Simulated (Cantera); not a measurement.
Gas mixture: O2 = 0.83 (molar parts), at 3.10 bar, frozen composition.

Cantera's kinetic-theory transport with the Lennard-Jones parameters of GRI-Mech 3.0, ideal gas; thermal conductivity in the mixture-averaged form.

One state of this run: ρ (kg/m³) = 0.852; cp (J/kg/K) = 1134; μ (µPa s) = 59.7; λ (mW/m/K) = 95.7; Pr = 0.707; D (cm²/s) H2O = 1.24; D (cm²/s) O = 1.46; D (cm²/s) C2H2 = 0.783. D: mixture-averaged diffusion coefficient of that species in the mixture.

### Question
Which value of T (K) does it belong to?
A. 1400
B. 2150
C. 1150
D. 1650

### Answer
A, 1400
